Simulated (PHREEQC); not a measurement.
PHREEQC input (ion-association model, phreeqc.dat):

```
SOLUTION_SPECIES
  CO3-2 + 10 H+ + 8 e- = CH4 + 3 H2O  # shut off: no methane
    -log_k -100
    -delta_h 0
    -analytic -100
SOLUTION 1
  temp 25
  units mol/kgw
  pH 7 charge
END
SELECTED_OUTPUT 1
  -reset false
  -pH true
  -pe true
  -ionic_strength true
  -water true
  -totals C C(-4) C(4) Mtg Sg
  -molalities H+ CO3-2 OH- HCO3- CO2 (CO2)2
USER_PUNCH 1
  -headings p_CO2(g) phi_CO2(g) p_Mtg(g) phi_Mtg(g) p_H2Sg(g) phi_H2Sg(g) p_H2O(g) phi_H2O(g) density
  10 PUNCH PR_P("CO2(g)"), PR_PHI("CO2(g)"), PR_P("Mtg(g)"), PR_PHI("Mtg(g)"), PR_P("H2Sg(g)"), PR_PHI("H2Sg(g)"), PR_P("H2O(g)"), PR_PHI("H2O(g)"), RHO
PRINT
  -reset false
USE solution 1
REACTION_TEMPERATURE 1
  20
GAS_PHASE 1
  -fixed_pressure
  -pressure 5
  -temperature 20
  -volume 20
  CO2(g) 2.15
  Mtg(g) 0.85
  H2Sg(g) 2
  H2O(g) 0
END
# ... the last block is repeated for the other 7 points of T (°C)
```

Selected output (columns that matter, 8 of 8 rows; T (°C) added in front):

```
T (°C)	pH	mu	C	Mtg	Sg	p_CO2(g)	phi_CO2(g)	p_Mtg(g)	phi_Mtg(g)	p_H2Sg(g)	phi_H2Sg(g)	p_H2O(g)	phi_H2O(g)	density
20	3.6413	0.0002323	0.082775	0.001569	0.18302	2.1794	0.97106	0.90014	0.99164	1.8962	0.95956	0.02431	0.95482	0.999
30	3.6568	0.00022417	0.062948	0.0012516	0.14449	2.165	0.97384	0.88572	0.99268	1.9055	0.96297	0.043796	0.95828	0.99627
40	3.6734	0.00021577	0.049692	0.0010571	0.11848	2.1471	0.97632	0.87278	0.99364	1.9044	0.96602	0.075689	0.96127	0.99272
50	3.6909	0.00020725	0.040429	0.00093347	0.10035	2.1227	0.97852	0.85888	0.99457	1.8925	0.96875	0.12598	0.96379	0.98847
60	3.7095	0.00019857	0.033678	0.0008524	0.087307	2.0876	0.98049	0.84183	0.99551	1.8679	0.97119	0.20266	0.96583	0.98359
70	3.7296	0.00018956	0.028541	0.00079707	0.077557	2.0372	0.98227	0.81933	0.99649	1.8274	0.9734	0.31607	0.9674	0.97813
80	3.7522	0.00017996	0.024443	0.00075609	0.069884	1.9656	0.98392	0.78879	0.99757	1.7665	0.97542	0.47917	0.96849	0.97213
90	3.7784	0.0001694	0.020995	0.00072039	0.063386	1.8656	0.9855	0.74723	0.99883	1.6794	0.97731	0.70785	0.96912	0.96564
```

At this temperature some constants are extrapolated from 25 °C, and those without enthalpy data are left unchanged.
